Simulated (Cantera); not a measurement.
A Cantera script and what it prints.

```python
import numpy as np
import cantera as ct

gas_names = [...]  # 92 gases of nasa_gas.yaml made of C, H, N
cond_names = """
    C(gr) C6H6(L) C7H8(L) C8H18(L),n-octa
""".split()


# ... load() reads the species with a 1 bar reference pressure and builds the phases ...
atoms = {
    'C2H2': {'C': 2, 'H': 2},
    'NH3': {'N': 1, 'H': 3},
    'N2': {'N': 2},
}
top_T = {'C(gr)': 4500}  # K; cautious upper limits of use, not melting points


# ... equilibrate(T, P, feed) seeds the gas with the atoms and calls Mixture.equilibrate('TP', solver="vcs", rtol=1e-11, max_steps=5000) ...
results = []
feed = {'C2H2': 1, 'NH3': 1, 'N2': 0.3}  # mol
P = 1000  # Pa
for T in [2598, 2648, 2698, 2748, 2798, 2848, 2898]:
    mix = equilibrate(T, P, feed)
    results.append((T, P, feed, dict(zip(mix.species_names, mix.species_moles))))
    x = sorted(zip(gas.X, gas.species_names), reverse=True)
    print(f"T = {T:g} K  P = {P:g} Pa  gas = {mix.phase_moles(0):.4g} mol")
    print("   x: " + "  ".join(f"{s} {v:.3e}" for v, s in x if v > 1e-05))
    print("   condensed (mol): " + ("  ".join(f"{mix.phase(i).name} {mix.phase_moles(i):.4g}"
          for i in range(1, mix.n_phases) if mix.phase_moles(i) > 1e-12) or "none"))
```

Output:

```
T = 2598 K  P = 1000 Pa  gas = 3.816 mol
   x: H2 4.970e-01  H 2.684e-01  N2 1.934e-01  HCN 2.779e-02  C2H2,acetylene 7.997e-03  HNC 3.627e-03  CN 9.917e-04  C2H 3.786e-04  C3 2.152e-04  C 6.082e-05  C4H2 5.332e-05  C2N2 2.644e-05  C2 2.020e-05
   condensed (mol): C(gr) 1.808
T = 2648 K  P = 1000 Pa  gas = 3.921 mol
   x: H2 4.548e-01  H 3.136e-01  N2 1.866e-01  HCN 2.925e-02  C2H2,acetylene 8.860e-03  HNC 4.022e-03  CN 1.420e-03  C2H 5.894e-04  C3 4.353e-04  C 1.135e-04  C4H2 7.161e-05  C2 4.126e-05  C2N2 3.350e-05  C2H2,vinylidene 1.107e-05
   condensed (mol): C(gr) 1.782
T = 2698 K  P = 1000 Pa  gas = 4.04 mol
   x: H2 4.105e-01  H 3.613e-01  N2 1.796e-01  HCN 3.040e-02  C2H2,acetylene 9.610e-03  HNC 4.394e-03  CN 2.002e-03  C2H 8.946e-04  C3 8.569e-04  C 2.069e-04  C4H2 9.346e-05  C2 8.202e-05  C2N2 4.189e-05  C2H2,vinylidene 1.390e-05  CH 1.036e-05
   condensed (mol): C(gr) 1.752
T = 2748 K  P = 1000 Pa  gas = 4.174 mol
   x: H 4.102e-01  H2 3.649e-01  N2 1.723e-01  HCN 3.118e-02  C2H2,acetylene 1.020e-02  HNC 4.730e-03  CN 2.781e-03  C3 1.645e-03  C2H 1.324e-03  C 3.691e-04  C2 1.589e-04  C4H2 1.185e-04  C2N2 5.174e-05  C2H2,vinylidene 1.699e-05  CH 1.576e-05  C5 1.308e-05
   condensed (mol): C(gr) 1.716
T = 2798 K  P = 1000 Pa  gas = 4.322 mol
   x: H 4.589e-01  H2 3.190e-01  N2 1.649e-01  HCN 3.156e-02  C2H2,acetylene 1.057e-02  HNC 5.016e-03  CN 3.810e-03  C3 3.081e-03  C2H 1.913e-03  C 6.447e-04  C2 3.007e-04  C4H2 1.458e-04  C2N2 6.317e-05  C5 2.926e-05  CH 2.337e-05  C2H2,vinylidene 2.019e-05  N 1.400e-05
   condensed (mol): C(gr) 1.668
T = 2848 K  P = 1000 Pa  gas = 4.485 mol
   x: H 5.057e-01  H2 2.740e-01  N2 1.574e-01  HCN 3.150e-02  C2H2,acetylene 1.070e-02  C3 5.641e-03  HNC 5.236e-03  CN 5.150e-03  C2H 2.696e-03  C 1.104e-03  C2 5.560e-04  C4H2 1.741e-04  C2N2 7.626e-05  C5 6.356e-05  CH 3.379e-05  C2H2,vinylidene 2.330e-05  N 1.968e-05  C4 1.208e-05
   condensed (mol): C(gr) 1.6
T = 2898 K  P = 1000 Pa  gas = 4.666 mol
   x: H 5.485e-01  H2 2.307e-01  N2 1.497e-01  HCN 3.098e-02  C2H2,acetylene 1.056e-02  C3 1.011e-02  CN 6.874e-03  HNC 5.377e-03  C2H 3.707e-03  C 1.855e-03  C2 1.006e-03  C4H2 2.015e-04  C5 1.343e-04  C2N2 9.103e-05  CH 4.763e-05  N 2.728e-05  C2H2,vinylidene 2.609e-05  C4 2.527e-05  CNC 1.182e-05
   condensed (mol): C(gr) 1.497
```

Equilibrium computed with Cantera from the NASA thermochemical tables; the gas is ideal and each condensed phase is pure.
